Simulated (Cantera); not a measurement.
A perfectly stirred reactor is fed with H2 : O2 : N2 = 0.3 : 1 : 6.5 (molar parts), equivalence ratio 0.15, at 0.237 atm; it is held at 1023 K, and followed from long to short residence time.

Detailed kinetics in Cantera: the H2/O2 subset of GRI-Mech 3.0, which has no nitrogen chemistry. The temperature is held fixed by assumption; the heat of reaction is taken as removed at once.

One state of this run: x H2 = 8.34e-5; x O2 = 0.111; x O = 1.02e-5; x HO2 = 1.91e-6; x H2O2 = 1.99e-7. x: mole fraction; the columns are a selection and need not sum to one.

Task: Which value of τ (s) does it belong to?
(A) 5.2
(B) 1.2
(C) 22
(D) 0.0041

Result: A, 5.2
